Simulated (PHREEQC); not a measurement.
A column of 0.2 m (40 cells, dispersivity 0.007 m, 60 s a shift, diffusion coefficient 3e-10 m²/s) holds 0.0028 eq of the database's cation exchanger X per kg of pore water, first in equilibrium with 0.026 mol/kgw (NH4)2SO4, 0.002 mol/kgw MnCl2 and 1e-05 mol/kgw HCl. It is flushed with 0.0027 mol CaCl2 and 1e-05 mol HCl per kg of water, at 40 °C. Values are for the last cell. CO2 from the air is kept out. No solid was allowed to form.

All values are PHREEQC results (ion-association model, phreeqc.dat), not measurements.

### Question
Predict Ca in solution (mol/kgw), S in solution (mol/kgw), NH4 in solution (mol/kgw) at pore volumes = 1.012, 2.138, 2.263, 2.888.

### Answer
```tsv
pore volumes	Ca in solution (mol/kgw)	S in solution (mol/kgw)	NH4 in solution (mol/kgw)
1.012	0.000172	0.0112	0.0251
2.138	0.00262	2.67e-5	0.000156
2.263	0.00266	1.20e-5	7.61e-5
2.888	0.00270	1.86e-7	1.81e-6
```

Species that the database lacks are ignored. Constants without temperature data keep their 25 °C values here.
